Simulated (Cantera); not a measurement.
Charge: 1 mol Si, 0.011 mol O2, 3.3 mol CO, held at 1002 °C and 240000 Pa.

Method: chemical equilibrium by Gibbs-energy minimisation in Cantera with the NASA 1993 tables (ideal gas, pure condensed phases). Candidate condensed phases: C, Si, SiC, SiO2; 20 gas species. The tables hold silica as quartz up to 1696 K and as liquid above; real silica turns to tridymite and cristobalite and melts near 1996 K. Rates play no part.

Base state: CO 0.984, CO2 0.0163 (mole fractions); condensed: C(graphite) + SiO2(β-quartz).

Task: What changes in the equilibrium state with this change: pressure from 240000 Pa to 26000 Pa?

Result: 
```csv
species,before,after
CO,0.984,0.998
CO2,0.0163,0.00182
"C(graphite), mol",2.00,1.98
"SiO2(β-quartz), mol",1.00,1.00
```
